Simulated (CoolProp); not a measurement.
A simple Rankine cycle with R1336mzz(E): condensing at 327.15 K, boiler at 1.46 MPa, turbine inlet 376.9 K, turbine efficiency 0.7, pump efficiency 0.6, no recuperator. Each further row changes one setting.

Values from CoolProp's reference Helmholtz-energy equation of state, Akasaka 2023.

| case | thermal efficiency (%) | net work (kJ/kg) | heat in (kJ/kg) | turbine exit temperature (K) | volume ratio over the turbine |
|---|---|---|---|---|---|
| as stated | 6.3 | 9.84 | 155 | 346.9 | 3.56 |
| turbine inlet 396.9 K | 6.3 | 11.2 | 177 | 369.5 | 3.35 |
| condensing temperature 319.15 K | 7.4 | 12.2 | 165 | 342.3 | 4.55 |
| boiler pressure 1.02 MPa | 4.6 | 7.55 | 164 | 359.4 | 2.25 |
| turbine efficiency 0.6 | 5.3 | 8.25 | 155 | 348.6 | 3.59 |
